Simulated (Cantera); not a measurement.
Feed: 1 mol Fe₂O₃, 0.38 mol H₂, 3.8 mol N₂, held at 1850 K and 4600 Pa.

Equilibrium computed with Cantera from the NASA thermochemical tables; the gas is ideal and each condensed phase is pure. Candidate condensed phases: Fe, FeO, Fe(OH)₂, Fe(OH)₃, Fe₂O₃, Fe₃O₄, H₂O; 27 gas species. Mutual solubility and eutectic melting of coexisting phases are not modelled. The tables' stoichiometric FeO is somewhat more stable than real wüstite, so its field is too wide. FeO: taken at fixed stoichiometry. Equilibrium is a limit: real reactors are often held back by kinetics, nucleation or transport.

Question: What is the equilibrium state?

Answer: 
```
Property                              Value
--------------------------------  ---------
x(N₂)                                 0.904
x(H₂O)                               0.0895
x(O₂)                               0.00392
x(NO)                              0.000718
x(OH)                              0.000699
x(H₂)                              0.000565
x(H)                                5.97e-5
x(O)                                5.63e-5
x(Fe(OH)₂)                          1.70e-5
n(FeO(l))                         0.245 mol
n(Fe₃O₄(s))                       0.585 mol
gas amount                        4.200 mol
log10 activity of Fe(l) (absent)      -2.54
```
